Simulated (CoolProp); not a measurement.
Vapour-liquid equilibrium of n-octane (1) + ethylbenzene (2) at 0.00914 MPa; x and y are mole fractions of (1).

Model: multi-fluid Helmholtz-energy mixture model, Beckmüller 2019 and Zhou 2012; pair parameters Bell 2016, in CoolProp.

| x | bubble temperature (K) | y at the bubble point | dew temperature at overall composition x (K) | liquid density (mol/L) |
|---|---|---|---|---|
| 0.05 | 337.0 | 0.090 | 337.5 | 7.672 |
| 0.2 | 334.6 | 0.299 | 335.8 | 7.330 |
| 0.35 | 333.0 | 0.455 | 334.1 | 7.013 |
| 0.5 | 331.8 | 0.585 | 332.6 | 6.718 |
| 0.65 | 331.0 | 0.705 | 331.3 | 6.446 |
| 0.8 | 330.4 | 0.824 | 330.5 | 6.194 |
| 0.95 | 330.0 | 0.953 | 330.0 | 5.960 |

No azeotrope shows between x = 0.05 and 0.95.

Pair parameters are fitted to limited data, so mixtures are less certain than the pure fluids.
